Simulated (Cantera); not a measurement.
An isothermal, constant-pressure homogeneous reactor starts with N2O : H2 : N2 = 1 : 0.024 : 8 (molar parts), at 1375 K and 0.650 bar. Integrator tolerance rtol = 1e-08.

Model: GRI-Mech 3.0 (53 species, 325 reactions), integrated in Cantera. GRI-Mech 3.0 was tuned for natural gas; its chemistry of N2O as a main component is partial and can be far from experiment. The mechanism lacks the step 2 NO + O2 → 2 NO2, which can matter for NO2 below about 1400 K. The temperature is held fixed by assumption; the heat of reaction is taken as removed at once.

**Question.** What does this change do: H2 0.024 to 0.07 parts?

**Answer.** 
```
quantity                                              before                                      after
-----------------  -----------------------------------------  -----------------------------------------
x(N2O) at 20.0 s     7.40e-8 (gas-phase equilibrium 1.93e-8)    6.12e-8 (gas-phase equilibrium 1.88e-8)
x(H2) at 20.0 s      4.58e-9 (gas-phase equilibrium 4.26e-9)    1.36e-8 (gas-phase equilibrium 1.27e-8)
x(H) at 20.0 s     2.90e-10 (gas-phase equilibrium 2.79e-10)  4.99e-10 (gas-phase equilibrium 4.82e-10)
x(O2) at 20.0 s        0.0443 (gas-phase equilibrium 0.0511)      0.0425 (gas-phase equilibrium 0.0486)
x(H2O) at 20.0 s     0.00252 (gas-phase equilibrium 0.00252)    0.00734 (gas-phase equilibrium 0.00734)
x(H2O2) at 20.0 s  4.05e-11 (gas-phase equilibrium 4.34e-11)  1.15e-10 (gas-phase equilibrium 1.23e-10)
```
